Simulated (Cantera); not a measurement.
A Cantera script and its output.

```python
import numpy as np
import cantera as ct

gas = ct.Solution("SiF4_NH3_mec.yaml", "gas")
gas.TPX = 2075, 2666, {'NH3': 1, 'H2': 3.4}
reactor = ct.IdealGasConstPressureReactor(gas, energy="off", clone=False)
net = ct.ReactorNet([reactor])
net.rtol, net.atol = 1e-08, 1e-18
show = ['NH3', 'H2', 'H', 'N2', 'NH2']
times = np.geomspace(1e-05, 4, 11)

steps = ct.SolutionArray(gas, extra=["t"])
rows = []
print(f"{'t/s':>10s}{'T/K':>9s}{'P/Pa':>11s}" + "".join(f"{s:>11s}" for s in show))
for t in times:
    while net.time < t:
        t_next = net.step()
        steps.append(gas.state, t=t_next)
    rows.append([np.interp(t, steps.t, y) for y in (steps.T, steps.P, *steps(*show).X.T)])
    print(f"{t:10.3e}{rows[-1][0]:9.1f}{rows[-1][1]:11.4g}" + "".join(f"{x:11.3e}" for x in rows[-1][2:]))
rate = np.gradient(steps.T, steps.t)
print("integrator steps:", len(steps.t))
if steps.T.max() > steps.T[0] + 200:
    print(f"time of steepest temperature rise: {steps.t[rate.argmax()]:.4e} s")
gas.TPX = 2075, 2666, {'NH3': 1, 'H2': 3.4}
gas.equilibrate("TP")
print(f"equilibrium (TP): T = {gas.T:.1f} K  " + "  ".join(f"{s} {gas[s].X[0]:.3e}" for s in show))
```

Result:

```
       t/s      T/K       P/Pa        NH3         H2          H         N2        NH2
 1.000e-05   2075.0       2666  2.273e-01  7.727e-01  1.532e-06  1.644e-15  1.373e-06
 3.633e-05   2075.0       2666  2.273e-01  7.727e-01  5.603e-06  7.499e-13  4.946e-06
 1.320e-04   2075.0       2666  2.273e-01  7.727e-01  2.038e-05  2.226e-10  1.792e-05
 4.793e-04   2075.0       2666  2.272e-01  7.727e-01  7.391e-05  3.619e-08  6.488e-05
 1.741e-03   2075.0       2666  2.270e-01  7.725e-01  2.650e-04  3.890e-06  2.323e-04
 6.325e-03   2075.0       2666  2.257e-01  7.726e-01  7.466e-04  3.013e-04  6.497e-04
 2.297e-02   2075.0       2666  2.182e-01  7.769e-01  8.648e-04  3.326e-03  7.232e-04
 8.345e-02   2075.0       2666  1.927e-01  7.919e-01  9.173e-04  1.371e-02  6.649e-04
 3.031e-01   2075.0       2666  1.258e-01  8.315e-01  1.104e-03  4.106e-02  4.976e-04
 1.101e+00   2075.0       2666  3.088e-02  8.872e-01  1.874e-03  7.983e-02  1.944e-04
 4.000e+00   2075.0       2666  3.567e-05  8.947e-01  1.329e-02  9.196e-02  1.581e-06
integrator steps: 1161
equilibrium (TP): T = 2075.0 K  NH3 1.211e-07  H2 8.926e-01  H 1.551e-02  N2 9.187e-02  NH2 6.283e-09
```

Computed with Cantera and the gas-phase N/H chemistry of the illustrative SiF4/NH3 mechanism in the Surface Chemkin manual (1991). Walls and surfaces, which speed up NH3 decomposition in real reactors, are not modelled.
